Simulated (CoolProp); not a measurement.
Vapour-liquid equilibrium of ethane (1) + n-pentane (2) at 143 kPa; x and y are mole fractions of (1).

Computed with CoolProp (multi-fluid Helmholtz-energy mixture model, Bücker 2006 and Thol 2019; pair parameters Kunz 2012).

Problem. Give the bubble temperature and the first vapour's composition at x = 0.35, 0.5, 0.65. Is there an azeotrope?

Solution. x = 0.35: -60.4 °C, y = 0.997; x = 0.5: -68.5 °C, y = 0.999; x = 0.65: -73.7 °C, y = 0.999. No azeotrope shows between x = 0.05 and 0.95.

The pair parameters rest on a limited set of measurements; away from them the model extrapolates. The gap from Raoult's law changes sign with composition, which may be real or a fault of the pair parameters; it wasn't checked against measurements.
